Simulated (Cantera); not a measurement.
**Stirred combustor or abatement burner**

A perfectly stirred reactor is fed with 7.91 % CH4, 17.2 % O2, 64.6 % N2, 10.3 % H2O, at 210 Torr; it is adiabatic with a 300 K inlet, and is followed from long to short residence time, starting on the burning branch (τ in s: 0.19, 0.061, 0.02, 0.0065, 0.0021, 0.00069, 0.00022, 7.3e-05, 2.4e-05).

Computed with Cantera and GRI-Mech 3.0 (53 species, 325 reactions).

```json
[
 {"τ (s)": "0.19", "T (K)": "1938", "x CH4": "7.37e-6", "x O2": "0.0159", "x H2O": "0.255", "x HCO": "4.37e-8", "x N2O": "5.57e-8"},
 {"τ (s)": "0.061", "T (K)": "1900", "x CH4": "1.58e-5", "x O2": "0.0177", "x H2O": "0.251", "x HCO": "1.37e-7", "x N2O": "5.09e-8"},
 {"τ (s)": "0.020", "T (K)": "1846", "x CH4": "3.46e-5", "x O2": "0.0202", "x H2O": "0.246", "x HCO": "4.14e-7", "x N2O": "4.42e-8"},
 {"τ (s)": "0.0065", "T (K)": "1776", "x CH4": "8.26e-5", "x O2": "0.0233", "x H2O": "0.240", "x HCO": "1.23e-6", "x N2O": "3.81e-8"},
 {"τ (s)": "0.0021", "T (K)": "1694", "x CH4": "0.000225", "x O2": "0.0274", "x H2O": "0.234", "x HCO": "3.61e-6", "x N2O": "3.34e-8"},
 {"τ (s)": "0.00069", "T (K)": "1597", "x CH4": "0.000788", "x O2": "0.0341", "x H2O": "0.229", "x HCO": "1.09e-5", "x N2O": "2.92e-8"},
 {"τ (s)": "0.00022", "T (K)": "300", "x CH4": "0.0791", "x O2": "0.172", "x H2O": "0.103", "x HCO": "<1e-12", "x N2O": "<1e-12"},
 {"τ (s)": "7.3e-5", "T (K)": "300", "x CH4": "0.0791", "x O2": "0.172", "x H2O": "0.103", "x HCO": "<1e-12", "x N2O": "<1e-12"},
 {"τ (s)": "2.4e-5", "T (K)": "300", "x CH4": "0.0791", "x O2": "0.172", "x H2O": "0.103", "x HCO": "<1e-12", "x N2O": "<1e-12"}
]
```
x: mole fraction; the columns are a selection and need not sum to one.
